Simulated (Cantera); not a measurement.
Silicon nitride deposition: Si2Cl6 + NH3 + N2

Feed: 1 mol Si2Cl6, 5 mol NH3, 90 mol N2, equilibrated at 7.40 Pa.

Method: chemical equilibrium by Gibbs-energy minimisation in Cantera with the NASA 1993 tables (ideal gas, pure condensed phases). Candidate condensed phases: NH4Cl, Si, Si3N4; 28 gas species. The feed counts by its element totals alone. The tables' values for SiCl, SiCl3, SiN are old estimates; treat these amounts as uncertain. Rates play no part.

```json
[
 {"T (K)": "1398", "x N2": "0.897", "x H2": "0.0559", "x HCl": "0.0345", "x SiCl2": "0.0119", "x H": "0.000130", "x Si": "2.00e-6", "x Cl": "6.61e-5", "x SiCl": "4.64e-6", "n Si3N4(s)": "0.258"},
 {"T (K)": "1448", "x N2": "0.898", "x H2": "0.0592", "x HCl": "0.0274", "x SiCl2": "0.0154", "x H": "0.000261", "x Si": "1.56e-5", "x Cl": "9.83e-5", "x SiCl": "1.74e-5", "n Si3N4(s)": "0.137"},
 {"T (K)": "1498", "x N2": "0.898", "x H2": "0.0619", "x HCl": "0.0213", "x SiCl2": "0.0183", "x H": "0.000497", "x Si": "0.000105", "x Cl": "0.000138", "x SiCl": "5.77e-5", "n Si3N4(s)": "0.0309"},
 {"T (K)": "1548", "x N2": "0.897", "x H2": "0.0623", "x HCl": "0.0201", "x SiCl2": "0.0189", "x H": "0.000893", "x Si": "0.000377", "x Cl": "0.000230", "x SiCl": "0.000128", "n Si3N4(s)": "0"},
 {"T (K)": "1598", "x N2": "0.896", "x H2": "0.0614", "x HCl": "0.0211", "x SiCl2": "0.0182", "x H": "0.00153", "x Si": "0.000922", "x Cl": "0.000417", "x SiCl": "0.000225", "n Si3N4(s)": "0"},
 {"T (K)": "1648", "x N2": "0.895", "x H2": "0.0598", "x HCl": "0.0228", "x SiCl2": "0.0170", "x H": "0.00253", "x Si": "0.00191", "x Cl": "0.000758", "x SiCl": "0.000356", "n Si3N4(s)": "0"},
 {"T (K)": "1698", "x N2": "0.892", "x H2": "0.0577", "x HCl": "0.0253", "x SiCl2": "0.0153", "x H": "0.00404", "x Si": "0.00340", "x Cl": "0.00138", "x SiCl": "0.000507", "n Si3N4(s)": "0"},
 {"T (K)": "1748", "x N2": "0.889", "x H2": "0.0549", "x HCl": "0.0282", "x SiCl2": "0.0131", "x H": "0.00622", "x Si": "0.00534", "x Cl": "0.00247", "x SiCl": "0.000658", "n Si3N4(s)": "0"}
]
```
x: gas mole fraction; n: condensed amount in mol.

From 1398 K to 1498 K the condensed part is Si3N4(s). From 1548 K to 1748 K nothing is condensed. The main Si-bearing gas is SiCl2 throughout.
